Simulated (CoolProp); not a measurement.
Values from CoolProp's reference Helmholtz-energy equation of state, Span 2000.

Question: Give the vapour pressure (bar), vapour density (kg/m³), liquid cp (kJ/(kg K)), liquid conductivity (mW/(m K)) of saturated nitrogen at 118.6 K.

Answer: 
```
T (K)  p (bar)  vapour density (kg/m³)  liquid cp (kJ/(kg K))  liquid conductivity (mW/(m K))
-----  -------  ----------------------  ---------------------  ------------------------------
118.6     23.4                     112                   3.99                            63.6
```

Thermal conductivity comes from a separate model (Lemmon 2004).
